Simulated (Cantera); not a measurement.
Input: 1 mol SiH2Cl2, 26 mol N2, 0.06 mol HCl, equilibrated at 1.00 bar.

Method: chemical equilibrium by Gibbs-energy minimisation in Cantera with the NASA 1993 tables (ideal gas, pure condensed phases). Candidate condensed phases: NH4Cl, Si, Si3N4; 28 gas species. The tables' values for SiCl3 are old estimates; treat these amounts as uncertain. Kinetics and transport are ignored.

**Question.** At 1700 K, list the 4 most abundant gas species with their mole fractions, and the condensed phases.

**Answer.** N2 0.928, HCl 0.0463, H2 0.0142, SiCl2 0.00762. Condensed: Si3N4(s).
